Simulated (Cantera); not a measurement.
Thermodynamics of metals in furnace atmospheres, feed Ti + O2 + CO

A closed system holds: 1 mol Ti, 0.021 mol O2, 0.64 mol CO, equilibrated at 96.0 Pa.

Method: chemical equilibrium by Gibbs-energy minimisation in Cantera with the NASA 1993 tables (ideal gas, pure condensed phases). Candidate condensed phases: C, Ti, TiC, TiO, TiO2, Ti2O3, Ti3O5, Ti4O7; 15 gas species. Mutual solubility and eutectic melting of coexisting phases are not modelled. TiC, TiO: taken at fixed stoichiometry. Condensed phases not in the tables: solid solutions among these carbides, nitrides and lower oxides. Rates play no part.

```
T (K)   x CO    x CO2     x TiO      x Ti  n TiC(s)  n Ti2O3(s)  n TiO(s)
-----  -----  -------  --------  --------  --------  ----------  --------
1200   1.000  2.32e-5    <1e-12    <1e-12     0.583       0.208         0
1250   1.000  2.21e-5    <1e-12    <1e-12     0.583       0.208         0
1300   1.000  2.12e-5  1.23e-12    <1e-12     0.583       0.208         0
1350   1.000  2.04e-5  1.16e-11    <1e-12     0.583       0.208         0
1400   1.000  1.97e-5  9.26e-11    <1e-12     0.583       0.208         0
1450   1.000  1.91e-5  6.38e-10  5.93e-12     0.583       0.208         0
1500   1.000  1.85e-5   3.86e-9  5.45e-11     0.583       0.208         0
1550   1.000  1.79e-5   2.07e-8  4.34e-10     0.583       0.208         0
1600   1.000  1.75e-5   9.95e-8   3.02e-9     0.583       0.208         0
1650   1.000  1.70e-5   4.34e-7   1.87e-8     0.583       0.208         0
1700   1.000  1.66e-5   1.73e-6   1.04e-7     0.583       0.208         0
1750   1.000  1.60e-5   6.15e-6   5.11e-7     0.479           0     0.521
1800   1.000  1.45e-5   1.79e-5   2.16e-6     0.479           0     0.521
```
x: gas mole fraction; n: condensed amount in mol.

From 1200 K to 1700 K the condensed part is TiC(s) + Ti2O3(s). From 1750 K to 1800 K the condensed part is TiC(s) + TiO(s).
